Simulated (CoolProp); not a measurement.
Saturation properties of C2F6 (R116).

Model: reference Helmholtz-energy equation of state, Lemmon 2006, in CoolProp. It is a short technical equation, of lower accuracy than the large ones.

```tsv
T (K)	p (kPa)	vapour density (kg/m³)	liquid cp (kJ/(kg K))	liquid viscosity (µPa s)
210.8	219.7	18.76	0.9849	320
214.1	254.3	21.57	0.9951	303
217.4	[?]	24.71	1.006	286
220.7	335.6	28.19	1.017	[?]
224	382.9	32.05	1.029	257
227.3	435.0	36.34	1.041	243
230.6	492.3	41.07	[?]	230
233.9	555.1	46.31	1.069	218
237.2	[?]	52.09	1.084	206
240.5	698.2	58.47	1.100	195
243.8	779.3	65.52	1.118	[?]
247.1	867.1	73.32	1.138	174
```

Q: Some entries are withheld; supply them.

A: 
- 217.4, p (kPa): 292.8
- 220.7, liquid viscosity (µPa s): 271
- 230.6, liquid cp (kJ/(kg K)): 1.055
- 237.2, p (kPa): 623.6
- 243.8, liquid viscosity (µPa s): 184

It boils at 195.1 K under 1 atm.

Viscosity comes from a separate model (Huber 2003), an estimate that may be off by 10 % or more.
